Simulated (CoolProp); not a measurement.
Computed with CoolProp (reference Helmholtz-energy equation of state, Beckmüller 2019).

### Question
For n-octane, give the phase and the Z, Joule-Thomson coefficient (K/MPa), expansivity (1/kK), conductivity (mW/(m K)) at 620 K and 5.59 MPa.

### Answer
- 620 K and 5.59 MPa: supercritical; Z 0.390, Joule-Thomson coefficient 3.17, expansivity 8.07, conductivity 65.0

Thermal conductivity comes from a separate model (Huber 2005).
